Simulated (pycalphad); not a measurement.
An equivalent pycalphad script:

```python
from pycalphad import Database, equilibrium, calculate, variables as v
import numpy as np
db = Database('COST507.tdb')
comps = ['AL', 'CU', 'SI', 'VA']
phases = ['ALCU_DELTA', 'ALCU_EPSILON', 'ALCU_ETA', 'ALCU_PRIME', 'ALCU_THETA', 'ALCU_ZETA', 'BCC_A2', 'CU19SI6_ETA', 'CU33SI7_DELTA', 'CU4SI_EPSILON', 'CU56SI11_GAMMA', 'DIAMOND_A4', 'FCC_A1', 'GAMMA_D83', 'GAMMA_H', 'HCP_A3', 'LIQUID']
eq = equilibrium(db, comps, phases, {v.X('CU'): 0.0081, v.X('SI'): 0.002, v.T: np.arange(1850, 499, -75), v.P: 101325, v.N: 1}, output=['HM', 'SM'])
```

Computed with pycalphad from the COST 507 light-alloy database (1999), at 1 atm. The database dates from 1999; later assessments differ in places, in temperatures and in the compounds included. The system is extrapolated from its subsystems; higher-order compounds may be missing. Amounts are mole fractions of atoms.

Results at three of the temperatures:

```
T = 1850.00 K, P = 101325 Pa, N = 1 mol of atoms
G = -115612 J/mol, H = 57645 J/mol, S = 93.65 J/(mol K)  (SER reference)
chemical potentials (J/mol): Al -114561, Cu -225395, Si -191124
phase             fraction      x(Al)      x(Cu)      x(Si)
LIQUID              1.0000     0.9899     0.0081     0.0020
```

```
T = 1625.00 K, P = 101325 Pa, N = 1 mol of atoms
G = -94992 J/mol, H = 50523 J/mol, S = 89.55 J/(mol K)  (SER reference)
chemical potentials (J/mol): Al -94034, Cu -196252, Si -158777
phase             fraction      x(Al)      x(Cu)      x(Si)
LIQUID              1.0000     0.9899     0.0081     0.0020
```

```
T = 1325.00 K, P = 101325 Pa, N = 1 mol of atoms
G = -69064 J/mol, H = 41025 J/mol, S = 83.09 J/(mol K)  (SER reference)
chemical potentials (J/mol): Al -68235, Cu -158478, Si -117009
phase             fraction      x(Al)      x(Cu)      x(Si)
LIQUID              1.0000     0.9899     0.0081     0.0020
```

Changes of the phase set, refined by bisection:

| T (K) | phases above | phases below |
|---|---|---|
| 927.3 | liquid | fcc + liquid |
| 874.7 | fcc + liquid | fcc |
| 694.7 | fcc | ALCU_THETA + fcc |
| 651.6 | ALCU_THETA + fcc | ALCU_THETA + diamond (Si) + fcc |

Database names, with the compositions (at.%) that they take in these runs: ALCU_THETA: Al 67 Cu 33.
